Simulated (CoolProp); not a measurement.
Vapour-liquid equilibrium of R113 (1) + n-hexane (2) at 1260 kPa; x and y are mole fractions of (1).

The numbers come from the multi-fluid Helmholtz-energy mixture model, Marx 1992 and Thol 2019; pair parameters Bell 2016 in CoolProp.

Problem. Give the bubble temperature and the first vapour's composition at x = 0.05, 0.35, 0.55. Is there an azeotrope?

Solution. x = 0.05: 449.0 K, y = 0.074; x = 0.35: 438.2 K, y = 0.435; x = 0.55: 432.9 K, y = 0.625. No azeotrope shows between x = 0.05 and 0.95.

The pair parameters rest on a limited set of measurements; away from them the model extrapolates.
